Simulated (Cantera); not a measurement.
A freely propagating, adiabatic, planar premixed flame of 8.20 % CH4, 1.48 % H2, 15.6 % O2, 74.8 % N2, equivalence ratio 1.1, unburnt at 500 K and 0.454 atm; multicomponent+Soret transport, grid criteria slope 0.08 and curve 0.16, no radiation.

Model: GRI-Mech 3.0 (53 species, 325 reactions), integrated in Cantera. Burning velocities carry a grid error of a few per cent, more on coarse grids.

x: mole fraction of selected species; z is measured from the peak of heat release.

```
z (mm)  T (K)  u (m/s)     x CH4    x H2     x O2     x H2O     x CH3    x HCO
------  -----  -------  --------  ------  -------  --------  --------  -------
-2.51     500    0.834    0.0819  0.0149    0.156   1.23e-5     <1e-8    <1e-8
-1.67     501    0.836    0.0818  0.0151    0.156  0.000177   1.14e-7    <1e-8
-1.25     507    0.846    0.0811  0.0155    0.155       [?]       [?]    <1e-8
-0.836    560    0.936    0.0771  0.0167    0.153   0.00669   8.66e-6    <1e-8
-0.418    925     1.56    0.0556  0.0221    0.125    0.0425  0.000311  5.17e-7
-0.209   1301     2.22    0.0311  0.0263   0.0890    0.0812   0.00171  1.25e-5
0        1646     2.84   0.00773  0.0269   0.0470     0.121   0.00185  4.96e-5
0.209    1785     3.08  0.000637  0.0218   0.0227     0.141  0.000255  1.63e-5
0.418    1819     3.13   2.72e-5  0.0187   0.0142     0.146   1.23e-5  1.06e-6
0.836    1851     3.17   6.00e-8  0.0181   0.0101     0.146   3.04e-8  4.91e-8
1.67     1891     3.23     <1e-8  0.0180  0.00838     0.147     <1e-8  3.53e-8
3.34     1941     3.31     <1e-8  0.0169      [?]     0.151     <1e-8      [?]
6.69     1996     3.39     <1e-8  0.0153  0.00492     0.155     <1e-8  1.60e-8
```

### Question
Some entries are withheld; supply them.

### Answer

- -1.25, x H2O: 0.000933
- -1.25, x CH3: 7.05e-7
- 3.34, x O2: 0.00676
- 3.34, x HCO: 2.52e-8
